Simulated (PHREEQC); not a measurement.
Solution (25 °C): 0.0036 mol NiSO4, 0.3 mol H3BO3 and 4.6e-05 mol MnSO4 per kg of water. Closed to the air; pH follows from the charge balance.

Equilibrium calculation in PHREEQC: ion-association model, wateq4f.dat.

| quantity | before | after |
|---|---|---|
| pH | 4.91 | 0.44 |
| SO4-2 (mol/kgw) | 0.00294 | 0.000302 |
| Ni+2 (mol/kgw) | 0.00291 | 0.00250 |
| NiSO4 (mol/kgw) | 0.000692 | 7.89e-6 |
| Mn+2 (mol/kgw) | 3.76e-5 | 4.59e-5 |
| SI of Morenosite (NiSO4:7H2O) | -3.10 | -5.05 |
| SI of Ni(OH)2 (Ni(OH)2) | -3.71 | -13.09 |

**Question.** What was changed between the two runs?
(A) 0.48 mol/kgw HBr added
(B) NiSO4 from 0.0036 to 0.0054 mol/kgw
(C) diluted 100-fold with water
(D) H3BO3 left out

**Answer.** A, 0.48 mol/kgw HBr added

Precipitation was switched off in this run.
